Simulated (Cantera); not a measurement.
**Adiabatic ignition**

An adiabatic, constant-pressure homogeneous reactor starts with CH₄ : O₂ : N₂ = 1 : 0.87 : 3.27 (molar parts), at 1823 K and 5.53 atm.

Computed with Cantera and GRI-Mech 3.0 (53 species, 325 reactions).

```json
[
 {"t (s)": "1.00e-6", "T (K)": "1822", "x CH₄": "0.194", "x O₂": "0.169", "x C₂H₆": "6.06e-7", "x C₂H": "<1e-12", "x C₂H₂": "9.12e-11"},
 {"t (s)": "2.26e-6", "T (K)": "1822", "x CH₄": "0.194", "x O₂": "0.169", "x C₂H₆": "8.04e-6", "x C₂H": "<1e-12", "x C₂H₂": "3.68e-9"},
 {"t (s)": "5.09e-6", "T (K)": "1822", "x CH₄": "0.193", "x O₂": "0.169", "x C₂H₆": "0.000102", "x C₂H": "<1e-12", "x C₂H₂": "1.54e-7"},
 {"t (s)": "1.15e-5", "T (K)": "1831", "x CH₄": "0.187", "x O₂": "0.166", "x C₂H₆": "0.000879", "x C₂H": "1.33e-10", "x C₂H₂": "7.03e-6"},
 {"t (s)": "2.59e-5", "T (K)": "2138", "x CH₄": "0.0848", "x O₂": "0.0929", "x C₂H₆": "0.00138", "x C₂H": "2.86e-6", "x C₂H₂": "0.00448"},
 {"t (s)": "5.85e-5", "T (K)": "2672", "x CH₄": "0.000499", "x O₂": "5.70e-6", "x C₂H₆": "3.19e-8", "x C₂H": "6.31e-6", "x C₂H₂": "0.00158"},
 {"t (s)": "0.000132", "T (K)": "2659", "x CH₄": "7.81e-7", "x O₂": "6.39e-6", "x C₂H₆": "<1e-12", "x C₂H": "6.12e-9", "x C₂H₂": "1.43e-6"},
 {"t (s)": "0.000298", "T (K)": "2657", "x CH₄": "8.14e-10", "x O₂": "6.83e-6", "x C₂H₆": "<1e-12", "x C₂H": "<1e-12", "x C₂H₂": "3.43e-12"},
 {"t (s)": "0.000672", "T (K)": "2658", "x CH₄": "7.14e-10", "x O₂": "6.91e-6", "x C₂H₆": "<1e-12", "x C₂H": "<1e-12", "x C₂H₂": "2.92e-12"},
 {"t (s)": "0.00152", "T (K)": "2659", "x CH₄": "6.89e-10", "x O₂": "6.96e-6", "x C₂H₆": "<1e-12", "x C₂H": "<1e-12", "x C₂H₂": "2.81e-12"},
 {"t (s)": "0.00342", "T (K)": "2659", "x CH₄": "6.83e-10", "x O₂": "6.97e-6", "x C₂H₆": "<1e-12", "x C₂H": "<1e-12", "x C₂H₂": "2.79e-12"},
 {"t (s)": "0.00772", "T (K)": "2659", "x CH₄": "6.83e-10", "x O₂": "6.97e-6", "x C₂H₆": "<1e-12", "x C₂H": "<1e-12", "x C₂H₂": "2.79e-12"},
 {"t (s)": "0.0174", "T (K)": "2659", "x CH₄": "6.83e-10", "x O₂": "6.97e-6", "x C₂H₆": "<1e-12", "x C₂H": "<1e-12", "x C₂H₂": "2.79e-12"},
 {"t (s)": "0.0393", "T (K)": "2659", "x CH₄": "6.83e-10", "x O₂": "6.97e-6", "x C₂H₆": "<1e-12", "x C₂H": "<1e-12", "x C₂H₂": "2.79e-12"},
 {"t (s)": "0.0886", "T (K)": "2659", "x CH₄": "6.83e-10", "x O₂": "6.97e-6", "x C₂H₆": "<1e-12", "x C₂H": "<1e-12", "x C₂H₂": "2.79e-12"},
 {"t (s)": "0.200", "T (K)": "2659", "x CH₄": "6.83e-10", "x O₂": "6.97e-6", "x C₂H₆": "<1e-12", "x C₂H": "<1e-12", "x C₂H₂": "2.79e-12"}
]
```
x: mole fraction; the columns are a selection and need not sum to one.

| Property | Value |
|---|---|
| time of steepest temperature rise | 28.0 µs |
| temperature at 0.200 s | 2659 K |
| equilibrium temperature | 2659 K |
| x(CH₄) at 0.200 s | 6.83e-10 (gas-phase equilibrium 7.67e-10) |
| x(O₂) at 0.200 s | 6.97e-6 (gas-phase equilibrium 6.97e-6) |
| x(C₂H₆) at 0.200 s | <1e-12 (gas-phase equilibrium <1e-12) |
